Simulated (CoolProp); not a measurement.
A single-stage vapour-compression cycle with the fluid: evaporating at 317.15 K (dew point), condensing at 376.15 K (bubble point), superheat 2 K, subcooling 8 K, compressor efficiency 0.8, no pressure losses. The same conditions are run with several fluids, on thermodynamics alone (safety and materials aside).

Computed with CoolProp (reference Helmholtz-energy equation of state of each fluid (isobutene: Lemmon 2005; isohexane: Lemmon 2006; neopentane: Lemmon 2006; cyclopentane: Gedanitz 2015; hexamethyldisiloxane (MM): Thol 2016; R124: de Vries 1995)).

```tsv
fluid	cooling COP	pressure ratio	discharge temperature (K)	refrigerating effect (kJ/kg)	volumetric capacity (kJ/m³)
isobutene	3.09	(withheld)	(withheld)	(withheld)	2560
isohexane	3.34	5.66	376.1	212	418
neopentane	2.95	3.93	376.2	157	1430
cyclopentane	3.65	5.26	381.3	291	675
hexamethyldisiloxane (MM)	3.07	8.00	376.2	(withheld)	102
R124	(withheld)	3.81	380.4	70.9	2850
```

Question: What belongs in the gaps?

Answer: 
- isobutene, pressure ratio: 3.71
- isobutene, discharge temperature (K): 378.1
- isobutene, refrigerating effect (kJ/kg): 203
- hexamethyldisiloxane (MM), refrigerating effect (kJ/kg): 120
- R124, cooling COP: 2.75

The compression ends wet for: isohexane; neopentane; hexamethyldisiloxane (MM).
